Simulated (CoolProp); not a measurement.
R407C along the isotherm 362.6 K: fugacity coefficient from the reference equation and from simpler models built on Tc = 359.3 K, pc = 46.32 bar, ω = 0.363; each cubic takes its own stable root.

Values from CoolProp's reference Helmholtz-energy equation of state, Lemmon 2003. It is a pseudo-pure fit of the blend.

| p (bar) | phase | reference |
|---|---|---|
| 0.732 | gas | 0.9944 |
| 1.67 | gas | 0.9872 |
| 3.79 | gas | 0.9710 |
| 8.63 | gas | 0.9345 |
| 19.6 | gas | 0.8535 |
| 44.7 | gas | 0.6701 |
| 102 | supercritical | 0.3684 |
| 232 | supercritical | 0.2359 |

Question: How far does each simpler model (van der Waals, Redlich-Kwong, Soave-Redlich-Kwong, Peng-Robinson) lie from the reference over these 8 states: mean and median of the absolute difference, and the worst?

Answer: 
- van der Waals: mean 8.1 %, median 2.1 %, worst +36.8 % at 362.6 K and 232 bar
- Redlich-Kwong: mean 3.1 %, median 0.8 %, worst +13.0 % at 362.6 K and 232 bar
- Soave-Redlich-Kwong: mean 3.5 %, median 0.8 %, worst +14.3 % at 362.6 K and 232 bar
- Peng-Robinson: mean 0.8 %, median 0.2 %, worst +3.3 % at 362.6 K and 232 bar
